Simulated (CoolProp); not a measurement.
100 sccm (0 °C, 1 atm) of nitrogen bubbles through liquid octamethyltrisiloxane (MDM) at 333.3 K and leaves saturated at a total pressure of 0.0946 MPa (ideal gas phase). Each further row changes one setting.

The numbers come from the reference Helmholtz-energy equation of state, Thol 2017 in CoolProp.

```csv
case,vapour pressure (kPa),mole fraction of vapour,delivery (mg/min),delivery (sccm),change of delivery for a bath 1 K warmer (%)
as stated,3.67,___,42.6,___,5.2
bath temperature 338.3 K,___,0.0494,54.9,5.20,5.1
total pressure 0.189 MPa,3.67,___,20.9,___,5.1
```

Complete the blanks.


- as stated, mole fraction of vapour: 0.0388
- as stated, delivery (sccm): 4.04
- bath temperature 338.3 K, vapour pressure (kPa): 4.68
- total pressure 0.189 MPa, mole fraction of vapour: 0.0194
- total pressure 0.189 MPa, delivery (sccm): 1.98
